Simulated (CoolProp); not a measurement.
R124 along the isotherm 6.95 °C: density (kg/m³) from the reference equation and from simpler models built on Tc = 122.3 °C, pc = 3.624 MPa, ω = 0.288; each cubic takes its own stable root.

Values from CoolProp's reference Helmholtz-energy equation of state, de Vries 1995.

```tsv
p (MPa)	phase	reference	Redlich-Kwong	Soave-Redlich-Kwong
1.01	liquid	1418	1240	1297
2.01	liquid	1422	[?]	1303
3.02	liquid	1426	1256	[?]
4.03	liquid	1430	1264	1315
5.03	liquid	1434	1271	[?]
6.04	liquid	1437	1278	1325
7.05	liquid	1441	[?]	1330
8.05	liquid	1444	1291	1335
9.06	liquid	1448	1297	1340
```

Task: What belongs in the gaps?

Result: 
- 2.01, Redlich-Kwong: 1248
- 3.02, Soave-Redlich-Kwong: 1309
- 5.03, Soave-Redlich-Kwong: 1320
- 7.05, Redlich-Kwong: 1284
